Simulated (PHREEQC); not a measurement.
1.2 g of hydrous ferric oxide (600 m²/g; 0.2 weak and 0.005 strong sites per Fe, Dzombak-Morel constants, diffuse double layer) in 1 kg of water with 0.005 mol/kgw of an inert sodium salt and 1.8 mmol/kgw H3BO3 and 0.057 mmol/kgw Ag2SO4, at 25 °C; the pH is set by adding NaOH or the inert anion's acid. Oxygen is held at 0.21 atm. CO2 from the air is kept out. Nothing may precipitate in this run.

Computed with PHREEQC (ion-association model, wateq4f.dat).

```tsv
pH	B sorbed (%)	S sorbed (%)	Ag sorbed (%)	surface charge σ (C/m²)	surface potential ψ (mV)
3	0.2	100.0	0.0	0.297	210
3.67	0.4	100.0	0.2	0.220	___
4.33	0.6	100.0	1.3	0.145	179
5	0.7	99.9	6.6	0.087	155
5.67	0.8	___	20.9	0.049	125
6.33	0.8	93.4	40.1	0.025	93
7	0.8	50.7	___	___	60
7.67	0.8	6.2	___	___	24
8.33	0.7	0.4	86.0	-0.002	-12
9	0.5	0.0	96.0	-0.010	-50
9.67	0.2	0.0	99.1	-0.024	-85
10.33	0.1	0.0	99.8	-0.048	-117
11	0.0	0.0	99.9	-0.089	-144
```

**Question.** Complete the blanks.

**Answer.** 
- 3.67, surface potential ψ (mV): 199
- 5.67, S sorbed (%): 99.4
- 7, Ag sorbed (%): 55.7
- 7, surface charge σ (C/m²): 0.012
- 7.67, Ag sorbed (%): 69.9
- 7.67, surface charge σ (C/m²): 0.004

The oxide is taken as insoluble; below pH 4 it would dissolve.
